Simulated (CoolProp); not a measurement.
Vapour-liquid equilibrium of propane (1) + n-pentane (2) at 118 kPa; x and y are mole fractions of (1).

Model: multi-fluid Helmholtz-energy mixture model, Lemmon 2009 and Thol 2019; pair parameters Kunz 2012, in CoolProp.

```csv
x,"bubble temperature, mixture model (K)","bubble temperature, Raoult's law (K)","y, mixture model","y, Raoult's law"
0.05,298.3,299.6,0.432,0.419
0.15,277.7,280.7,0.772,0.754
0.25,265.6,268.6,0.882,0.874
0.35,257.6,260.2,0.929,0.928
0.45,251.9,253.9,0.954,0.956
0.55,247.5,248.8,0.970,0.973
0.65,243.9,244.7,0.980,0.983
0.75,240.9,241.3,0.987,0.990
0.85,238.2,238.3,0.993,0.995
0.95,235.7,235.7,0.998,0.999
```

The largest gap from Raoult's law is -3.0 K in bubble temperature, at x = 0.25. No azeotrope shows between x = 0.05 and 0.95.

The pair parameters rest on a limited set of measurements; away from them the model extrapolates.
